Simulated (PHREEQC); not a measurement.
0.2 g of hydrous ferric oxide (600 m²/g; 0.2 weak and 0.005 strong sites per Fe, Dzombak-Morel constants, diffuse double layer) in 1 kg of water with 0.05 mol/kgw of an inert sodium salt and 1.9e-06 mol Na2SeO3, at 25 °C; the pH is set by adding NaOH or the inert anion's acid. No oxygen is let in. No CO2 enters from the air. Nothing may precipitate in this run.

The series has 13 steps of pH, from 3 to 9.

Computed with PHREEQC (ion-association model, wateq4f.dat).

Q: Near which pH is half of the Se sorbed, and on which side is more sorbed?

A: Near pH 8.9, with more sorbed at lower pH.

Complexes and solids missing from the database can't appear. The database's selenite sorption wasn't checked against measurements; a fall in acid may be a fault of its surface constants. The oxide is taken as insoluble; below pH 4 it would dissolve.
